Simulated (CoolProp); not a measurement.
Values from CoolProp's reference Helmholtz-energy equation of state, Colonna 2008. It is a short technical equation, of lower accuracy than the large ones.

### Question
For dodecamethylcyclohexasiloxane (D6), give the phase and the density (kg/m³), isothermal compressibility (1/MPa), expansivity (1/kK), fugacity coefficient at 346.85 °C and 0.148 MPa.

### Answer
- 346.85 °C and 0.148 MPa: gas; density 13.8, isothermal compressibility 7.33, expansivity 2.09, fugacity coefficient 0.928
